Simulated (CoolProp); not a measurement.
Vapour pressure (MPa) of n-hexane: the reference equation beside estimates from Tc = 507.8 K, pc = 3.044 MPa, ω = 0.300. Clausius-Clapeyron is anchored at 364.3 K with a constant enthalpy of vaporisation of 27.35 kJ/mol.

Model: reference Helmholtz-energy equation of state, Thol 2019, in CoolProp.

```csv
T (K),reference,Clausius-Clapeyron,Soave-Redlich-Kwong
341.7,0.1008,0.1073,0.1003
346.2,0.1159,0.1216,0.1155
350.7,0.1327,0.1374,0.1324
355.3,0.1517,0.1551,(withheld)
359.8,0.1723,0.1742,(withheld)
364.3,0.1950,0.1950,0.1954
368.8,0.2200,0.2177,0.2207
373.3,0.2473,0.2424,0.2484
377.8,(withheld),0.2693,0.2787
382.4,0.3104,0.2990,0.3125
386.9,0.3458,0.3305,0.3485
391.4,0.3841,0.3644,0.3876
395.9,0.4256,0.4009,0.4299
400.4,0.4704,0.4401,0.4757
```

### Question
What belongs in the gaps?

### Answer

- 355.3, Soave-Redlich-Kwong: 0.1516
- 359.8, Soave-Redlich-Kwong: 0.1724
- 377.8, reference: 0.2771

Absolute difference from the reference over all 14 rows, mean and median: Clausius-Clapeyron 3.5 and 3.6 %, Soave-Redlich-Kwong 0.5 and 0.5 %.
